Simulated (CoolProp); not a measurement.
The fluid at 455.06 K and 0.493 MPa flows at 0.16 m/s in a round tube of 1 mm bore and 0.25 µm roughness, fully developed (64/Re and Nu = 3.66 if laminar; Colebrook and Gnielinski if turbulent). The same conditions are run with several fluids, on thermodynamics alone (safety and materials aside).

Values from CoolProp's reference Helmholtz-energy equation of state of each fluid (water: Wagner 2002; R125: Lemmon 2005; R124: de Vries 1995; c-C4F8 (RC318): Platzer 1990; methane: Setzmann 1991). The equations of Platzer and Polt are older, rougher fits.

```tsv
fluid	Reynolds number	Darcy friction factor	pressure drop (Pa/m)	heat-transfer coefficient (W/(m² K))	mass flow (kg/h)
water	25.3	2.53	(withheld)	(withheld)	(withheld)
R125	(withheld)	(withheld)	98.5	98.9	0.00719
R124	150	(withheld)	100	100	0.00829
c-C4F8 (RC318)	(withheld)	(withheld)	90.4	85.2	0.0122
methane	21.2	3.03	81.0	220	0.000946
```

Q: Some entries are withheld; supply them.

A: 
- water, pressure drop (Pa/m): 78.3
- water, heat-transfer coefficient (W/(m² K)): 121
- water, mass flow (kg/h): 0.00110
- R125, Reynolds number: 132
- R125, Darcy friction factor: 0.484
- R124, Darcy friction factor: 0.427
- c-C4F8 (RC318), Reynolds number: 244
- c-C4F8 (RC318), Darcy friction factor: 0.262

Transport values come from each fluid's own correlations; those of R124, c-C4F8 (RC318) are estimates that may be off by 10 % or more.
